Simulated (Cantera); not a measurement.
Source: NASA polynomial tables (part measured, part estimated), evaluated in Cantera. Values are per mole of reaction as written; species without (g) are pure solids or liquids, kept so even where they would boil at 1 bar. VN: taken at fixed stoichiometry.

2 VN + 4 OH(g) → V2O4 + 2 H2(g) + N2(g), with ΔH° = -1150.3 kJ and ΔS° = -253.0 J/K at 300 K.

Question: How far is the shortcut ΔG° ≈ ΔH°(300 K) − T·ΔS°(300 K) from the full temperature-dependent value at 925, 1125, 1325, 1525, 1725, 1925 K?

Answer: 
| T (K) | shortcut (kJ) | full (kJ) | difference (kJ) | difference in log10 K | condensed phases |
|---|---|---|---|---|---|
| 925 | -916.3 | -939.3 | 23.0 | -1.30 | VN(s), V2O4(s) |
| 1125 | -865.7 | -898.9 | 33.2 | -1.54 | VN(s), V2O4(s) |
| 1325 | -815.1 | -859.4 | 44.3 | -1.75 | VN(s), V2O4(s) |
| 1525 | -764.5 | -820.5 | 56.1 | -1.92 | VN(s), V2O4(s) |
| 1725 | -713.9 | -782.2 | 68.3 | -2.07 | VN(s), V2O4(s) |
| 1925 | -663.3 | -751.1 | 87.8 | -2.38 | VN(s), V2O4(l) |
The shortcut ignores heat capacities and the phase changes listed.
